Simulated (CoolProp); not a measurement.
Vapour-liquid equilibrium of ethanol (1) + benzene (2) at 194.95 °C; x and y are mole fractions of (1).

The numbers come from the multi-fluid Helmholtz-energy mixture model, Schroeder 2014 and Thol 2012; pair parameters Bell 2016 in CoolProp.

Problem. Give the bubble pressure and the first vapour's composition at x = 0.15, 0.35, 0.55. Is there an azeotrope?

Solution. x = 0.15: 1.931 MPa, y = 0.340; x = 0.35: 2.343 MPa, y = 0.512; x = 0.55: 2.562 MPa, y = 0.631. y crosses x between x = 0.85 and 0.95: the model has an azeotrope there.

The pair parameters rest on a limited set of measurements; away from them the model extrapolates.
